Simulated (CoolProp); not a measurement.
Properties of methanol along the isobar 0.101 MPa.

Values from CoolProp's reference Helmholtz-energy equation of state, de Reuck 1993.

```
T (°C)   phase  speed of sound (m/s)  fugacity coefficient
------  ------  --------------------  --------------------
-5.55   liquid                  1203               0.02793
3.95    liquid                  1170               0.05096
13.45   liquid                  1138               0.08891
23.05   liquid                  1106                0.1498
32.55   liquid                  1076                0.2419
42.05   liquid                  1046                0.3780
51.55   liquid                  1017                0.5730
61.15   liquid                 987.2                0.8481
70.65      gas                 317.1                0.9689
80.15      gas                 325.6                0.9748
89.65      gas                 331.8                0.9787
99.25      gas                 336.8                0.9817
108.75     gas                 341.3                0.9841
118.25     gas                 345.5                0.9860
```
